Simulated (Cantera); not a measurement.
A Cantera script and what it prints.

```python
import numpy as np
import cantera as ct

gas_names = [...]  # 113 gases of nasa_gas.yaml made of C, H, O, Pb
cond_names = """
    C(gr) C6H6(L) C7H8(L) C8H18(L),n-octa H2O(s) H2O(L) Pb(cr) Pb(L) PbO(rd) PbO(yw) PbO(L) PbO2(s)
    Pb3O4(s)
""".split()


# ... load() reads the species with a 1 bar reference pressure and builds the phases ...
atoms = {
    'Pb': {'Pb': 1},
    'CO': {'C': 1, 'O': 1},
    'H2': {'H': 2},
}
top_T = {'C(gr)': 4500, 'Pb3O4(s)': 820}  # K; cautious upper limits of use, not melting points


# ... equilibrate(T, P, feed) seeds the gas with the atoms and calls Mixture.equilibrate('TP', solver="vcs", rtol=1e-11, max_steps=5000) ...
results = []
feed = {'Pb': 1, 'CO': 0.35, 'H2': 15}  # mol
P = 13332.2  # Pa
for T in [1075, 1125, 1175, 1225, 1275, 1325, 1375, 1425, 1475, 1525]:
    mix = equilibrate(T, P, feed)
    results.append((T, P, feed, dict(zip(mix.species_names, mix.species_moles))))

top = {s: max(r[3][s] / sum(r[3][g] for g in gas_names) for r in results) for s in gas_names}
cols = sorted((s for s in top if top[s] > 0.001), key=lambda s: -top[s])[:9]
seen = [c for c in cond_names if any(r[3].get(c, 0) > 1e-12 for r in results)]
print("log10 of partial pressures in bar; condensed amounts in mol")
print(f"{'T/K':>10s}" + "".join(f"{s[:9]:>10s}" for s in cols + seen))
for T, P, feed, n in results:
    ng = sum(n[g] for g in gas_names)
    print(f"{T:10.4g}" + "".join(f"{np.log10(max(n[s] / ng * P / 1e5, 1e-99)):10.3f}" for s in cols)
          + "".join(f"{n.get(c, 0):10.4g}" for c in seen))
```

Output:

```
log10 of partial pressures in bar; condensed amounts in mol
       T/K        H2        Pb        CO       CH4       H2O     Pb(L)
      1075    -0.886    -4.120    -2.545    -3.719    -3.729    0.9913
      1125    -0.886    -3.723    -2.533    -3.957    -3.966    0.9782
      1175    -0.887    -3.361    -2.528    -4.179    -4.187    0.9497
      1225    -0.888    -3.029    -2.526    -4.386    -4.393    0.8917
      1275    -0.891    -2.724    -2.527    -4.581    -4.587    0.7798
      1325    -0.897    -2.443    -2.531    -4.767    -4.772    0.5734
      1375    -0.907    -2.183    -2.541    -4.949    -4.953    0.2048
      1425    -0.913    -2.089    -2.546    -5.111    -5.114         0
      1475    -0.913    -2.089    -2.545    -5.252    -5.253         0
      1525    -0.913    -2.089    -2.545    -5.384    -5.383         0
```

Cantera equilibrium calculation (NASA polynomials, part measured and part estimated; ideal gas, pure solids and liquids).
